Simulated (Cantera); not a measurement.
A perfectly stirred reactor is fed with H2 : O2 : N2 : NO = 1 : 0.294 : 3.53 : 0.0049 (molar parts), at 1.28 atm; it is adiabatic with a 575 K inlet, and is followed from long to short residence time, starting on the burning branch (τ in s: 0.076, 0.036, 0.017, 0.0083, 0.004, 0.0019, 0.00091, 0.00044, 0.00021, 0.0001, 4.8e-05, 2.3e-05).

Model: GRI-Mech 3.0 (53 species, 325 reactions), integrated in Cantera. The mechanism lacks 2 NO + O2 → 2 NO2 and HONO, so NO2 and the effect of NO are under-described below about 1400 K.

Q: Predict: blow-out, bracketed by the residence times tried; x(H2) at τ = 76.0 ms; x(O2) at τ = 76.0 ms; x(NO) at τ = 76.0 ms; x(H2O) at τ = 76.0 ms; x(H) at τ = 76.0 ms; x(H2) at τ = 0.910 ms; x(O2) at τ = 0.910 ms; x(NO) at τ = 0.910 ms; x(H2O) at τ = 0.910 ms; x(H) at τ = 0.910 ms.

A: 
```json
{
  "blow_out_bracketed_by_the_residence_times_tried": "burning at 0.100 ms, out at 48.0 µs",
  "x(H2) at τ = 76.0 ms": "0.0891",
  "x(O2) at τ = 76.0 ms": "6.55e-5",
  "x(NO) at τ = 76.0 ms": "0.000121",
  "x(H2O) at τ = 76.0 ms": "0.130",
  "x(H) at τ = 76.0 ms": "0.00175",
  "x(H2) at τ = 0.910 ms": "0.0856",
  "x(O2) at τ = 0.910 ms": "0.000951",
  "x(NO) at τ = 0.910 ms": "0.000873",
  "x(H2O) at τ = 0.910 ms": "0.126",
  "x(H) at τ = 0.910 ms": "0.0132"
}
```
